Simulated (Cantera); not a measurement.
Adiabatic ignition

An adiabatic, constant-pressure homogeneous reactor starts with 26.7 % H2, 15.4 % O2, 57.8 % N2, 0.134 % NO, at 1400 K and 110000 Pa.

Model: GRI-Mech 3.0 (53 species, 325 reactions), integrated in Cantera.

```json
[
 {"t (s)": "5.00e-6", "T (K)": "1400", "x H2": "0.267", "x O2": "0.154", "x NO": "0.00134", "x O": "8.77e-7", "x N2O": "4.55e-10", "x NO2": "3.97e-8", "x N2": "0.578"},
 {"t (s)": "1.01e-5", "T (K)": "1401", "x H2": "0.266", "x O2": "0.153", "x NO": "0.00134", "x O": "7.92e-5", "x N2O": "1.35e-8", "x NO2": "7.52e-7", "x N2": "0.578"},
 {"t (s)": "2.05e-5", "T (K)": "1812", "x H2": "0.0489", "x O2": "0.0469", "x NO": "0.00138", "x O": "0.0297", "x N2O": "8.14e-8", "x NO2": "1.54e-7", "x N2": "0.593"},
 {"t (s)": "4.16e-5", "T (K)": "2282", "x H2": "0.0467", "x O2": "0.0380", "x NO": "0.00149", "x O": "0.0211", "x N2O": "1.05e-7", "x NO2": "1.61e-7", "x N2": "0.616"},
 {"t (s)": "8.44e-5", "T (K)": "2584", "x H2": "0.0388", "x O2": "0.0324", "x NO": "0.00167", "x O": "0.0136", "x N2O": "2.01e-7", "x NO2": "2.71e-7", "x N2": "0.631"},
 {"t (s)": "0.000171", "T (K)": "2758", "x H2": "0.0314", "x O2": "0.0289", "x NO": "0.00223", "x O": "0.00928", "x N2O": "4.25e-7", "x NO2": "5.36e-7", "x N2": "0.640"},
 {"t (s)": "0.000347", "T (K)": "2790", "x H2": "0.0298", "x O2": "0.0278", "x NO": "0.00346", "x O": "0.00839", "x N2O": "5.04e-7", "x NO2": "8.90e-7", "x N2": "0.641"},
 {"t (s)": "0.000702", "T (K)": "2788", "x H2": "0.0300", "x O2": "0.0270", "x NO": "0.00558", "x O": "0.00818", "x N2O": "5.19e-7", "x NO2": "1.42e-6", "x N2": "0.640"},
 {"t (s)": "0.00142", "T (K)": "2785", "x H2": "0.0302", "x O2": "0.0259", "x NO": "0.00842", "x O": "0.00791", "x N2O": "5.48e-7", "x NO2": "2.11e-6", "x N2": "0.639"},
 {"t (s)": "0.00289", "T (K)": "2783", "x H2": "0.0304", "x O2": "0.0251", "x NO": "0.0106", "x O": "0.00771", "x N2O": "5.80e-7", "x NO2": "2.61e-6", "x N2": "0.638"},
 {"t (s)": "0.00585", "T (K)": "2782", "x H2": "0.0304", "x O2": "0.0249", "x NO": "0.0111", "x O": "0.00766", "x N2O": "5.89e-7", "x NO2": "2.74e-6", "x N2": "0.638"},
 {"t (s)": "0.0119", "T (K)": "2782", "x H2": "0.0304", "x O2": "0.0249", "x NO": "0.0112", "x O": "0.00766", "x N2O": "5.89e-7", "x NO2": "2.75e-6", "x N2": "0.638"},
 {"t (s)": "0.0240", "T (K)": "2782", "x H2": "0.0304", "x O2": "0.0249", "x NO": "0.0112", "x O": "0.00766", "x N2O": "5.89e-7", "x NO2": "2.75e-6", "x N2": "0.638"},
 {"t (s)": "0.0487", "T (K)": "2782", "x H2": "0.0304", "x O2": "0.0249", "x NO": "0.0112", "x O": "0.00766", "x N2O": "5.89e-7", "x NO2": "2.75e-6", "x N2": "0.638"},
 {"t (s)": "0.0987", "T (K)": "2782", "x H2": "0.0304", "x O2": "0.0249", "x NO": "0.0112", "x O": "0.00766", "x N2O": "5.89e-7", "x NO2": "2.75e-6", "x N2": "0.638"},
 {"t (s)": "0.200", "T (K)": "2782", "x H2": "0.0304", "x O2": "0.0249", "x NO": "0.0112", "x O": "0.00766", "x N2O": "5.89e-7", "x NO2": "2.75e-6", "x N2": "0.638"}
]
```
x: mole fraction; the columns are a selection and need not sum to one.

* **time of steepest temperature rise**: 16.9 µs
* **temperature at 0.200 s**: 2782 K
* **equilibrium temperature**: 2782 K
* **x(H2) at 0.200 s**: 0.0304 (gas-phase equilibrium 0.0304)
* **x(O2) at 0.200 s**: 0.0249 (gas-phase equilibrium 0.0249)
* **x(NO) at 0.200 s**: 0.0112 (gas-phase equilibrium 0.0112)
